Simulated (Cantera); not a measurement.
Input: 1 mol Al₂O₃, 4.8 mol SiCl₄, 5 mol O₂, held at 0.133 bar.

These are equilibrium values from Cantera (NASA tables, ideal gas, pure condensed phases), not measurements of a reactor. Candidate condensed phases: Al, AlCl₃, Al₂O₃, Al₂SiO₅, Al₆Si₂O₁₃, Si, SiO₂; 26 gas species. Condensed phases not in the tables: AlOCl, alloys, solid solutions and most ternary compounds. The numbers say what is thermodynamically allowed, not how fast it happens. All values below are at 327 °C.

Base state: Cl₂ 0.980, O₂ 0.0204 (mole fractions); condensed: Al₂SiO₅(andalusite) + SiO₂(α-quartz).

What changes in the equilibrium state with this change: O₂ from 5 to 1.3 mol?


```csv
species,before,after
SiCl₄,<1e-9,0.566
Cl₂,0.980,0.427
AlCl₃,<1e-9,0.00436
O₂,0.0204,<1e-9
Al₂Cl₆,<1e-9,0.00350
"Al₂SiO₅(andalusite), mol",1.00,0.965
"SiO₂(α-quartz), mol",3.80,0.386
```
